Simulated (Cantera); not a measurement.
A closed system holds: 1 mol SiHCl3, 2.7 mol CH4, 750 mol H2, equilibrated at 2648 K and 0.730 bar.

Equilibrium computed with Cantera from the NASA thermochemical tables; the gas is ideal and each condensed phase is pure. Candidate condensed phases: C, C6H6, C7H8, C8H18, Si, SiC; 109 gas species. Gases not in the tables: Si2H6 and higher silanes. Equilibrium is a limit: real reactors are often held back by kinetics, nucleation or transport.

Base state: H2 0.940, H 0.0528, HCl 0.00370, C2H2 (acetylene) 0.00166, Si 0.000964, SiH 0.000171, Cl 0.000145, SiH2 8.30e-5 (mole fractions); condensed: gas only.

Task: What changes in the equilibrium state with this change: temperature from 2648 K to 1125 K?

Result: 
```tsv
species	before	after
H2	0.940	0.994
HCl	0.00370	0.00396
CH4	2.33e-5	0.00225
H	0.0528	5.18e-8
Si	0.000964	<1e-9
C2H2 (acetylene)	0.00166	<1e-9
SiH	0.000171	<1e-9
Cl	0.000145	<1e-9
SiH2	8.30e-5	<1e-9
SiC(s), mol	0	0.999
```

Task: What changes in the equilibrium state with this change: CH4 from 2.7 to 0.78 mol?

Result: 
```
species             before     after
----------------  --------  --------
H2                   0.940     0.942
H                   0.0528    0.0528
HCl                0.00370   0.00371
C2H2 (acetylene)   0.00166  0.000474
Si                0.000964  0.000994
SiC2               3.37e-5   9.94e-6
CH3                2.27e-5   1.21e-5
CH4                2.33e-5   1.25e-5
SiH2               8.30e-5   8.56e-5
SiH               0.000171  0.000176
```
